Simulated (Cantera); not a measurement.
**Equilibrium for abatement and gas-phase synthesis: CS2 + H2**

Charge: 1 mol CS2, 0.043 mol H2, held at 1000 Pa.

These are equilibrium values from Cantera (NASA tables, ideal gas, pure condensed phases), not measurements of a reactor. Candidate condensed phases: C, C6H6, C7H8, C8H18, S; 83 gas species. Gases not in the tables: S3 to S7. Equilibrium is a limit: real reactors are often held back by kinetics, nucleation or transport.

```csv
T (K),log p CS2,log p S2,log p H2S,log p H2,n C(graphite)
825,-2.06,-3.06,-3.39,-4.98,0.110
925,-2.07,-3.00,-3.42,-4.43,0.122
1025,-2.07,-2.95,-3.49,-4.03,0.132
1125,-2.08,-2.91,-3.61,-3.77,0.139
1225,-2.08,-2.88,-3.78,-3.61,0.146
1325,-2.09,-2.85,-3.97,-3.52,0.152
1425,-2.09,-2.83,-4.16,-3.47,0.158
```
log p: log10 of the partial pressure in bar; n: condensed amount in mol.

From 825 K to 1425 K the condensed part is C(graphite). The main C-bearing gas is CS2 throughout. The share of C in condensed phases is highest at 1425 K (15.8 %) and lowest at 825 K (11.0 %).
